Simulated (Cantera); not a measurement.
## Diamond growth

A diamond (100) surface in a fixed gas of H2 with x(CH4) = 0.004, x(H) = 0.013, x(CH3) = 3.9e-05, 71.3 Torr; coverages are run to steady state.

Computed with Cantera and the Harris–Goodwin 1993 mechanism for the reconstructed diamond (100) surface.

```
T (K)  growth (µm/h)  θ c6HH  θ c6H*  θ c6*H   θ c6**    θ c6HM
-----  -------------  ------  ------  ------  -------  --------
925             1.34   0.666  0.0124   0.314  0.00548   0.00226
975             1.74   0.618  0.0164   0.355  0.00816   0.00181
1025            2.17   0.573  0.0208   0.392   0.0116   0.00146
1075            2.58   0.531  0.0256   0.426   0.0159   0.00116
1125            2.86   0.492  0.0307   0.455   0.0211  0.000896
1175            2.86   0.455  0.0360   0.480   0.0272  0.000632
1225            2.50   0.423  0.0414   0.501   0.0341  0.000388
1275            1.95   0.393  0.0468   0.518   0.0418  0.000204
1325            1.50   0.366  0.0521   0.532   0.0501   9.57e-5
1375            1.27   0.342  0.0573   0.542   0.0590   4.23e-5
```
θ: site fractions in the mechanism's names (c6HH fully hydrogenated, c6H* and c6*H radical sites, c6** diradical, c6HM methylated).
